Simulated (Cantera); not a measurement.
Source: NASA polynomial tables (part measured, part estimated), evaluated in Cantera. Values are per mole of reaction as written; species without (g) are pure solids or liquids, kept so even where they would boil at 1 bar.

2 Na2S + C ⇌ 4 Na + CS2(g), with ΔH° = 849.1 kJ and ΔS° = 244.9 J/K at 300 K.

Problem. How far is the shortcut ΔG° ≈ ΔH°(300 K) − T·ΔS°(300 K) from the full temperature-dependent value at 400, 500, 600, 700, 800, 900, 1000, 1100, 1200, 1300 K?

Solution. 
```
T (K)  shortcut (kJ)  full (kJ)  difference (kJ)  difference in log10 K             condensed phases
-----  -------------  ---------  ---------------  ---------------------  ---------------------------
400            751.2      750.5              0.6                  -0.08  Na2S(s), C(graphite), Na(l)
500            726.7      723.6              3.1                  -0.33  Na2S(s), C(graphite), Na(l)
600            702.2      696.8              5.4                  -0.47  Na2S(s), C(graphite), Na(l)
700            677.7      670.4              7.3                  -0.55  Na2S(s), C(graphite), Na(l)
800            653.2      644.2              9.0                  -0.59  Na2S(s), C(graphite), Na(l)
900            628.7      618.4             10.3                  -0.60  Na2S(s), C(graphite), Na(l)
1000           604.3      593.0             11.3                  -0.59  Na2S(s), C(graphite), Na(l)
1100           579.8      567.9             11.9                  -0.57  Na2S(s), C(graphite), Na(l)
1200           555.3      543.4             11.9                  -0.52  Na2S(s), C(graphite), Na(l)
1300           530.8      520.2             10.5                  -0.42  Na2S(s), C(graphite), Na(l)
```
The shortcut ignores heat capacities and the phase changes listed.
